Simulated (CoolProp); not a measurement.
A simple Rankine cycle with water: condensing at 329.15 K, boiler at 12.7 MPa, turbine inlet 603.9 K, turbine efficiency 0.65, pump efficiency 0.7, no recuperator. Each further row changes one setting.

Values from CoolProp's reference Helmholtz-energy equation of state, Wagner 2002.

```
case                             thermal efficiency (%)  net work (kJ/kg)  heat in (kJ/kg)  turbine exit temperature (K)  volume ratio over the turbine
-------------------------------  ----------------------  ----------------  ---------------  ----------------------------  -----------------------------
as stated                                          23.4               570             2430                         329.1                            534
turbine inlet 623.9 K                              23.8               611             2570                         329.1                            479
condensing temperature 321.15 K                    24.1               595             2470                         321.1                            769
boiler pressure 8.89 MPa                           23.1               610             2640                         329.1                            322
turbine efficiency 0.55                            19.7               479             2430                         329.1                            560
```

The expansion ends wet for: as stated; turbine inlet 623.9 K; condensing temperature 321.15 K; boiler pressure 8.89 MPa; turbine efficiency 0.55.
